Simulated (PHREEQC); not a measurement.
# Copper plating or etch bath (model solution)

A solution holds 0.0015 mol/kgw Cu(BF4)2, 0.032 mol/kgw HNO3 and 0.13 mol/kgw KCl, at 25 °C. Closed to the air; pH follows from the charge balance.

Equilibrium calculation in PHREEQC: ion-association model, wateq4f.dat.

This is a speciation only: nothing precipitates in the calculation.

### Question
Estimate the pH, activity of water.

### Answer
pH 1.60; activity of water 0.994.

### Question
In which forms is Cu present?

### Answer
Cu+2 89 %, CuCl+ 11 % of the Cu.

Complexes and solids missing from the database can't appear. Real BF4- forms and hydrolyses slowly; the run takes it at equilibrium.
